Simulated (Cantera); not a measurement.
Cantera run, input and output.

```python
import numpy as np
import cantera as ct

gas = ct.Solution("h2o2.yaml")
gas.TPX = 1423, 13332, {'H2': 1.7, 'O2': 1, 'N2': 2.1, 'H2O': 0.04}
reactor = ct.IdealGasConstPressureReactor(gas, energy="off", clone=False)
net = ct.ReactorNet([reactor])
net.rtol, net.atol = 1e-08, 1e-18
show = ['H2', 'O2', 'HO2', 'H', 'OH']
times = np.geomspace(2e-05, 100, 10)

steps = ct.SolutionArray(gas, extra=["t"])
rows = []
print(f"{'t/s':>10s}{'T/K':>9s}{'P/Pa':>11s}" + "".join(f"{s:>11s}" for s in show))
for t in times:
    while net.time < t:
        t_next = net.step()
        steps.append(gas.state, t=t_next)
    rows.append([np.interp(t, steps.t, y) for y in (steps.T, steps.P, *steps(*show).X.T)])
    print(f"{t:10.3e}{rows[-1][0]:9.1f}{rows[-1][1]:11.4g}" + "".join(f"{x:11.3e}" for x in rows[-1][2:]))
rate = np.gradient(steps.T, steps.t)
print("integrator steps:", len(steps.t))
if steps.T.max() > steps.T[0] + 200:
    print(f"time of steepest temperature rise: {steps.t[rate.argmax()]:.4e} s")
gas.TPX = 1423, 13332, {'H2': 1.7, 'O2': 1, 'N2': 2.1, 'H2O': 0.04}
gas.equilibrate("TP")
print(f"equilibrium (TP): T = {gas.T:.1f} K  " + "  ".join(f"{s} {gas[s].X[0]:.3e}" for s in show))
```

Output:

```
       t/s      T/K       P/Pa         H2         O2        HO2          H         OH
 2.000e-05   1423.0  1.333e+04  3.512e-01  2.066e-01  4.706e-07  2.444e-06  3.040e-07
 1.110e-04   1423.0  1.333e+04  7.133e-02  8.394e-02  1.100e-05  1.517e-01  1.474e-02
 6.162e-04   1423.0  1.333e+04  4.110e-02  6.039e-02  1.064e-05  6.375e-02  1.123e-02
 3.420e-03   1423.0  1.333e+04  7.768e-03  4.024e-02  6.980e-06  3.232e-03  3.918e-03
 1.898e-02   1423.0  1.333e+04  3.295e-04  3.753e-02  1.100e-06  2.608e-05  7.715e-04
 1.054e-01   1423.0  1.333e+04  1.968e-05  3.755e-02  8.909e-08  3.954e-07  1.931e-04
 5.848e-01   1423.0  1.333e+04  4.349e-06  3.757e-02  3.849e-08  4.189e-08  9.122e-05
 3.246e+00   1423.0  1.333e+04  3.964e-06  3.757e-02  3.775e-08  3.647e-08  8.701e-05
 1.802e+01   1423.0  1.333e+04  3.964e-06  3.757e-02  3.775e-08  3.647e-08  8.701e-05
 1.000e+02   1423.0  1.333e+04  3.964e-06  3.757e-02  3.775e-08  3.647e-08  8.701e-05
integrator steps: 2081
equilibrium (TP): T = 1423.0 K  H2 3.964e-06  O2 3.757e-02  HO2 3.775e-08  H 3.647e-08  OH 8.701e-05
```

Model: the H2/O2 subset of GRI-Mech 3.0, which has no nitrogen chemistry, integrated in Cantera. The temperature is held fixed by assumption; the heat of reaction is taken as removed at once.
